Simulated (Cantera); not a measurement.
Input: 1 mol SiHCl3, 1.7 mol N2, held at 823 K and 0.0133 bar.

Cantera equilibrium calculation (NASA polynomials, part measured and part estimated; ideal gas, pure solids and liquids). Candidate condensed phases: NH4Cl, Si, Si3N4; 28 gas species. N2 is the only nitrogen source here; it is nearly inert below about 1500 K, so the nitride shown seldom forms there in practice. Kinetics and transport are ignored.

Problem. What is the equilibrium state?

Solution. 
```
Property                              Value
--------------------------------  ---------
x(N2)                                 0.502
x(HCl)                                0.230
x(SiCl4)                              0.207
x(H2)                                0.0610
x(SiHCl3)                           6.61e-5
x(SiCl3)                            2.52e-6
n(Si3N4(s))                       0.138 mol
gas amount                        2.838 mol
log10 activity of Si(s) (absent)      -8.54
```
